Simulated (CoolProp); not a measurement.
The fluid at 298.15 K and 0.203 MPa is throttled through a valve to 0.138 MPa with no heat exchange. The same conditions are run with several fluids, on thermodynamics alone (safety and materials aside).

Values from CoolProp's reference Helmholtz-energy equation of state of each fluid (isobutene: Lemmon 2005; carbon monoxide: Lemmon 2006; R134a: Tillner-Roth 1994; chloromethane (R40): Thol 2014; C2F6 (R116): Lemmon 2006).

Question: Rank isobutene, carbon monoxide, R134a, chloromethane (R40), C2F6 (R116) by temperature change (K), highest first.

Answer: carbon monoxide (-0.2), C2F6 (R116) (-0.5), R134a (-1.4), isobutene (-1.8), chloromethane (R40) (-2.4)

| fluid | final density (kg/m³) |
|---|---|
| isobutene | 3.27 |
| carbon monoxide | 1.56 |
| R134a | 5.88 |
| chloromethane (R40) | 2.91 |
| C2F6 (R116) | 7.81 |
